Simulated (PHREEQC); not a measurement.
A solution holds 0.025 mol HNO3 and 0.025 mol FeCl3 per kg of water, at 31 °C. Closed to the air; pH follows from the charge balance.

Model: ion-association model, phreeqc.dat, run in PHREEQC.

No solid was allowed to form.

Q: Order these Cl species by the share of Cl that they hold, largest first: Cl-, FeCl+2, FeCl2+.

A: Cl- (86 %), FeCl+2 (12 %), FeCl2+ (1.9 %)

Q: Order these Fe species by the share of Fe that they hold, largest first: Fe+3, FeOH+2, FeCl+2, Fe2(OH)2+4, FeCl2+.

A: Fe+3 (46 %), FeCl+2 (36 %), FeOH+2 (8.2 %), Fe2(OH)2+4 (6.2 %), FeCl2+ (2.8 %)

The pH is 1.63 and the ionic strength 0.140 mol/kgw. Saturation is exceeded, for instance for Hematite (slow to form), Goethite (slow to form); the values hold only as long as no solid forms.
